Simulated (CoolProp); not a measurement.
Vapour-liquid equilibrium of hydrogen chloride (1) + n-butane (2) at 0.154 MPa; x and y are mole fractions of (1).

Computed with CoolProp (multi-fluid Helmholtz-energy mixture model, Thol 2018 and Bücker 2006; pair parameters Bell 2016).

### Question
Give the bubble temperature and the first vapour's composition at x = 0.2, 0.35, 0.65. Is there an azeotrope?

### Answer
x = 0.2: 210.1 K, y = 0.976; x = 0.35: 201.7 K, y = 0.988; x = 0.65: 199.3 K, y = 0.991. No azeotrope shows between x = 0.05 and 0.95.

Pair parameters are fitted to limited data, so mixtures are less certain than the pure fluids. With so large a gap from Raoult's law the liquid may split in two, which this calculation doesn't test in full.
